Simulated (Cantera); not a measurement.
Input: 1 mol Pb, 0.6 mol N2, held at 1330 Pa.

Equilibrium computed with Cantera from the NASA thermochemical tables; the gas is ideal and each condensed phase is pure. Candidate condensed phases: Pb; 4 gas species. Rates play no part.

log p: log10 of the partial pressure in bar; n: condensed amount in mol.

```csv
T (°C),log p N2,log p Pb,log p Pb2,n Pb(s),n Pb(l)
327,-1.88,-11.29,<-13,1.00,0
427,-1.88,-8.95,<-13,0,1.00
527,-1.88,-7.21,<-13,0,1.000
627,-1.88,-5.86,___,0,1.000
727,-1.88,-4.79,___,0,0.999
827,-1.88,-3.92,___,0,0.994
927,-1.90,-3.19,___,0,0.970
1027,-1.97,-2.58,___,0,0.853
1127,-2.30,-2.08,___,0,0
```

Q: What belongs in the gaps?

A: 
- 627, log p Pb2: -12.09
- 727, log p Pb2: -10.29
- 827, log p Pb2: -8.83
- 927, log p Pb2: -7.62
- 1027, log p Pb2: -6.60
- 1127, log p Pb2: -5.77
